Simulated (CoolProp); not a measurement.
Vapour-liquid equilibrium of methanol (1) + ethanol (2) at 99.85 °C; x and y are mole fractions of (1).

Values from CoolProp's multi-fluid Helmholtz-energy mixture model, de Reuck 1993 and Schroeder 2014; pair parameters Bell 2016.

```
x     bubble pressure, mixture model (bar)  bubble pressure, Raoult's law (bar)  y, mixture model  y, Raoult's law
----  ------------------------------------  -----------------------------------  ----------------  ---------------
0.05                                 2.296                                2.295               [?]            0.077
0.2                                  2.484                                2.488               [?]            0.283
0.35                                 2.664                                2.682               [?]            0.459
0.5                                    [?]                                2.875               [?]            0.612
0.65                                 3.035                                3.069               [?]            0.746
0.8                                  3.235                                3.263             0.860            0.863
0.95                                 3.447                                3.456             0.968            0.968
```

**Question.** Fill in the missing entries.

**Answer.** 
- 0.05, y, mixture model: 0.075
- 0.2, y, mixture model: 0.274
- 0.35, y, mixture model: 0.445
- 0.5, bubble pressure, mixture model (bar): 2.846
- 0.5, y, mixture model: 0.598
- 0.65, y, mixture model: 0.736

The largest gap from Raoult's law is -1.1 % in bubble pressure, at x = 0.65. No azeotrope shows between x = 0.05 and 0.95.

The pair parameters rest on a limited set of measurements; away from them the model extrapolates.
